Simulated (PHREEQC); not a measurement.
A solution holds 0.0016 mol/kgw HF, 0.029 mol/kgw NaF and 0.014 mol/kgw HCl, at 25 °C. Closed to the air; pH follows from the charge balance.

Computed with PHREEQC (ion-association model, phreeqc.dat).

```csv
quantity,before,after
pH,3.13,1.46
F- (mol/kgw),0.0149,0.000728
HF2- (mol/kgw),0.000797,8.29e-5
```

**Question.** Name the change that produced these shifts.
A. HCl from 0.014 to 0.07 mol/kgw
B. NaF left out
C. HF from 0.0016 to 0.008 mol/kgw
D. NaF replaced by (NH4)2SiF6 at the same molality

**Answer.** A, HCl from 0.014 to 0.07 mol/kgw

This is a speciation only: nothing precipitates in the calculation.
